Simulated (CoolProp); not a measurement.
Carbon monoxide at 280.22 K and 1.59 MPa is throttled through a valve to 1.03 MPa with no heat exchange. Each further row changes one setting.

Model: reference Helmholtz-energy equation of state, Lemmon 2006, in CoolProp. It is a short technical equation, of lower accuracy than the large ones.

| case | temperature change (K) | final density (kg/m³) |
|---|---|---|
| as stated | … | … |
| outlet pressure 0.309 MPa | … | … |
| outlet pressure 1.34 MPa | … | 16.3 |

Question: Some entries are withheld; supply them.

Answer: 
- as stated, temperature change (K): -1.5
- as stated, final density (kg/m³): 12.5
- outlet pressure 0.309 MPa, temperature change (K): -3.6
- outlet pressure 0.309 MPa, final density (kg/m³): 3.77
- outlet pressure 1.34 MPa, temperature change (K): -0.7
